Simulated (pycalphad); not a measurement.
Computed with pycalphad from the COST 507 light-alloy database (1999), at 1 atm. These are 1990s assessments: newer ones move some temperatures and phases. Phase fractions are per mole of atoms.

Question: Give the equilibrium state of Si-73.63Al (wt.%) at 550 K.

Answer: 
```
T = 550.00 K, P = 101325 Pa, N = 1 mol of atoms
G = -16303 J/mol, H = 6330 J/mol, S = 41.15 J/(mol K)  (SER reference)
chemical potentials (J/mol): Si -12177, Al -17723
phase             fraction      x(Si)      x(Al)
FCC_A1              0.7443   0.000374     0.9996
DIAMOND_A4          0.2557     1.0000   1.45e-10
```

Question: Give the equilibrium state of Si-73.63Al (wt.%) at 1000 K.

Answer: liquid, fraction 0.955, with 77.2 Al wt.%; diamond (Si), fraction 0.045, with <0.01 Al wt.%.

FCC_A1 is fcc; DIAMOND_A4 is diamond (Si).
